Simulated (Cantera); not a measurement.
Feed: 1 mol SiH₄, 25 mol NH₃, 3.2 mol N₂, at 1698.15 K and 210 Pa.

Method: chemical equilibrium by Gibbs-energy minimisation in Cantera with the NASA 1993 tables (ideal gas, pure condensed phases). Candidate condensed phases: Si, Si₃N₄; 18 gas species. Kinetics and transport are ignored.

Base state: H₂ 0.713, N₂ 0.284, H 0.00267, Si 0.000313, SiH 1.89e-5 (mole fractions); condensed: Si(l).

Task: What changes in the equilibrium state with this change: temperature from 1698.15 K to 1498.15 K?

Result: 
```csv
species,before,after
H₂,0.713,0.724
N₂,0.284,0.276
H,0.00267,0.000320
Si,0.000313,8.83e-7
SiH,1.89e-5,1.11e-7
"Si(l), mol",0.980,0
"Si₃N₄(s), mol",0,0.333
```
